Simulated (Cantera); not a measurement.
Dilute partial oxidation

An isothermal, constant-pressure homogeneous reactor starts with CH3OH : O2 : N2 = 0.0095 : 0.005 : 1 (molar parts), at 975 K and 1.00 atm.

Cantera simulation using GRI-Mech 3.0 (53 species, 325 reactions); the numbers are that mechanism's predictions, not measurements. GRI-Mech 3.0 was tuned for natural gas; its chemistry of methanol as a main component is partial and can be far from experiment. Below about 1000 K GRI-Mech 3.0 lacks low-temperature oxidation paths.

```
t (s)      x CH3OH     x O2   x NO2    x CH2O     x HO2
--------  --------  -------  ------  --------  --------
0.000300   0.00936  0.00493  <1e-12  8.10e-11  5.22e-11
0.00119    0.00936  0.00493  <1e-12  3.53e-10  2.30e-10
0.00475    0.00936  0.00493  <1e-12   1.56e-9   1.03e-9
0.0189     0.00936  0.00493  <1e-12   6.55e-9   4.32e-9
0.0754     0.00936  0.00493  <1e-12   2.72e-8   1.74e-8
0.300      0.00936  0.00493  <1e-12   1.38e-7   6.83e-8
1.19       0.00936  0.00493  <1e-12   2.21e-6   3.01e-7
4.75      5.85e-11  6.07e-6  <1e-12  3.02e-10   4.27e-9
18.9      5.42e-12  5.80e-7  <1e-12  6.10e-11  1.99e-10
75.4        <1e-12  9.60e-8  <1e-12  4.69e-11  1.01e-11
300         <1e-12  1.97e-8  <1e-12  4.58e-11    <1e-12
```
x: mole fraction; the columns are a selection and need not sum to one.

Equilibrium at this temperature and pressure: CH3OH <1e-12, O2 <1e-12, NO2 <1e-12, CH2O 3.81e-11, HO2 <1e-12 (gas phase only).
